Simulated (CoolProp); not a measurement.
Methanol along the isotherm 346.85 °C: density (kg/m³) from the reference equation and from simpler models built on Tc = 240.2 °C, pc = 8.216 MPa, ω = 0.565; each cubic takes its own stable root.

Computed with CoolProp (reference Helmholtz-energy equation of state, de Reuck 1993).

```json
[
 {"p (MPa)": "6.85", "phase": "gas", "reference": "49.90"},
 {"p (MPa)": "13.7", "phase": "supercritical", "reference": "119.1"},
 {"p (MPa)": "20.5", "phase": "supercritical", "reference": "215.4"},
 {"p (MPa)": "27.4", "phase": "supercritical", "reference": "317.3"},
 {"p (MPa)": "34.2", "phase": "supercritical", "reference": "384.4"},
 {"p (MPa)": "41.1", "phase": "supercritical", "reference": "431.0"},
 {"p (MPa)": "47.9", "phase": "supercritical", "reference": "465.2"},
 {"p (MPa)": "54.8", "phase": "supercritical", "reference": "492.6"},
 {"p (MPa)": "61.6", "phase": "supercritical", "reference": "514.7"},
 {"p (MPa)": "68.5", "phase": "supercritical", "reference": "533.6"},
 {"p (MPa)": "75.3", "phase": "supercritical", "reference": "549.6"},
 {"p (MPa)": "82.2", "phase": "supercritical", "reference": "563.8"}
]
```

Q: How far does each simpler model (van der Waals, Soave-Redlich-Kwong) lie from the reference over these 12 states: mean and median of the absolute difference, and the worst?

A: 
- van der Waals: mean 26.4 %, median 31.7 %, worst -37.9 % at 346.85 °C and 82.2 MPa
- Soave-Redlich-Kwong: mean 22.9 %, median 27.4 %, worst -28.5 % at 346.85 °C and 41.1 MPa
